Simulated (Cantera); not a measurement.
An isothermal, constant-pressure homogeneous reactor starts with CH₄ : H₂ : N₂ = 0.024 : 1 : 0.0048 (molar parts), at 2375 K and 0.132 atm. Integrator tolerance rtol = 1e-08.

Model: GRI-Mech 3.0 (53 species, 325 reactions), integrated in Cantera. GRI-Mech 3.0 stops at C3 and has no aromatics, soot or wall deposition, so with more carbon than oxygen in the feed, carbon stays in small species such as C2H2 where larger ones or solid carbon would form.

Problem. What does this change do: pressure from 0.132 atm to 0.0395 atm?

Solution. 
```csv
quantity,before,after
x(CH₄) at 20.0 s,2.95e-5 (gas-phase equilibrium 2.77e-5),8.34e-6 (gas-phase equilibrium 7.85e-6)
x(H₂) at 20.0 s,0.946 (gas-phase equilibrium 0.946),0.917 (gas-phase equilibrium 0.917)
x(HCN) at 20.0 s,0.000791 (gas-phase equilibrium 0.00387),0.000467 (gas-phase equilibrium 0.00381)
x(C₂H₆) at 20.0 s,2.60e-11 (gas-phase equilibrium 2.28e-11),2.14e-12 (gas-phase equilibrium 1.89e-12)
x(C₂H₄) at 20.0 s,1.56e-6 (gas-phase equilibrium 1.34e-6),4.54e-7 (gas-phase equilibrium 3.83e-7)
x(C₂H₂) at 20.0 s,0.0107 (gas-phase equilibrium 0.00920),0.0107 (gas-phase equilibrium 0.00905)
x(CH₃) at 20.0 s,2.17e-5 (gas-phase equilibrium 2.03e-5),1.14e-5 (gas-phase equilibrium 1.07e-5)
```
Radical loss at walls, strong at low pressure, is not modelled.

Problem. What does this change do: temperature 2375 to 1425 K?

Solution. 
| quantity | before | after |
|---|---|---|
| x(CH₄) at 20.0 s | 2.95e-5 (gas-phase equilibrium 2.77e-5) | 0.0207 (gas-phase equilibrium 0.0145) |
| x(H₂) at 20.0 s | 0.946 (gas-phase equilibrium 0.946) | 0.973 (gas-phase equilibrium 0.977) |
| x(HCN) at 20.0 s | 0.000791 (gas-phase equilibrium 0.00387) | 1.46e-12 (gas-phase equilibrium 0.00162) |
| x(C₂H₆) at 20.0 s | 2.60e-11 (gas-phase equilibrium 2.28e-11) | 5.39e-7 (gas-phase equilibrium 5.36e-7) |
| x(C₂H₄) at 20.0 s | 1.56e-6 (gas-phase equilibrium 1.34e-6) | 0.000101 (gas-phase equilibrium 0.000261) |
| x(C₂H₂) at 20.0 s | 0.0107 (gas-phase equilibrium 0.00920) | 0.00119 (gas-phase equilibrium 0.00323) |
| x(CH₃) at 20.0 s | 2.17e-5 (gas-phase equilibrium 2.03e-5) | 7.45e-6 (gas-phase equilibrium 5.55e-6) |
